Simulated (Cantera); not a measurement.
Mixture: CH4 : H2 : O2 : N2 = 1 : 0.061 : 4.41 : 16.6 (molar parts), equivalence ratio 0.46, at 2.40 bar, adiabatic and at constant pressure. Ignition delay is the time to a rise of 400 K.

Cantera simulation using GRI-Mech 3.0 (53 species, 325 reactions); the numbers are that mechanism's predictions, not measurements. Below about 1000 K GRI-Mech 3.0 lacks low-temperature oxidation paths. Below about 950 K walls govern HO2 and H2O2 in real vessels.

Question: Predict: delay at 900 K; delay at 1000 K; delay at 1100 K; delay at 1200 K; delay at 1300 K; apparent activation energy between 1200 and 1300 K.

Answer: 
```
Quantity                                                Result
--------------------------------------------------  ----------
delay at 900 K                                         0.710 s
delay at 1000 K                                        86.3 ms
delay at 1100 K                                        23.9 ms
delay at 1200 K                                        7.49 ms
delay at 1300 K                                        2.44 ms
apparent activation energy between 1200 and 1300 K  150 kJ/mol
```
